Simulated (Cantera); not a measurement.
Input: 1 mol Si, 1.1 mol HCl, 4 mol N₂, 1.2 mol NF₃, at 875 K and 61.0 Pa.

Equilibrium computed with Cantera from the NASA thermochemical tables; the gas is ideal and each condensed phase is pure. Candidate condensed phases: NH₄Cl, Si, Si₃N₄; 49 gas species. Rates play no part.

Q: What is the equilibrium state?

A: 
```json
{
 "x(N₂)": "0.706",
 "x(SiF₄)": "0.138",
 "x(HCl)": "0.115",
 "x(H₂)": "0.0271",
 "x(SiCl₄)": "0.0136",
 "x(HF)": "7.39e-5",
 "x(SiHF₃)": "1.05e-5",
 "x(SiHCl₃)": "7.02e-6",
 "x(SiCl₃)": "4.77e-6",
 "n(Si₃N₄(s))": "0.00390 mol",
 "gas_amount": "6.504 mol",
 "log10 activity of Si(s) (absent)": "-6.81"
}
```
